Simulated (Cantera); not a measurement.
Feed: 1 mol Si3N4, 0.062 mol Si, 0.011 mol N2, held at 2352 °C and 1.00 bar.

These are equilibrium values from Cantera (NASA tables, ideal gas, pure condensed phases), not measurements of a reactor. Candidate condensed phases: Si, Si3N4; 7 gas species. The tables' values for SiN are old estimates; treat these amounts as uncertain. Rates play no part.

Base state: N2 0.986, Si 0.0116, SiN 0.000966, Si2N 0.000791, Si2 0.000368, Si3 6.07e-5 (mole fractions); condensed: Si(l).

Question: What changes in the equilibrium state with this change: 0.0039 mol H2O added?

Answer: 
```tsv
species	before	after
N2	0.986	0.982
Si	0.0116	0.0116
SiO	0	0.00191
H	0	0.00144
H2	0	0.00114
SiH	0	8.61e-5
Si2N	0.000791	0.000789
SiN	0.000966	0.000964
Si3	6.07e-5	6.07e-5
Si(l), mol	3.03	3.03
```
Further candidate phases: H2O, SiO2, Si2N2O.
